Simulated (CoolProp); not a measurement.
Carbon dioxide at 293.15 K and 10.4 MPa is throttled through a valve to 2.81 MPa with no heat exchange. Each further row changes one setting.

The numbers come from the reference Helmholtz-energy equation of state, Span 1996 in CoolProp.

```csv
case,temperature change (K),final phase,final density (kg/m³)
as stated,-27.9,"two-phase, vapour fraction 0.240",254
outlet pressure 0.843 MPa,-64.7,"two-phase, vapour fraction 0.419",51.2
outlet pressure 3.65 MPa,-18.2,"two-phase, vapour fraction 0.167",396
```
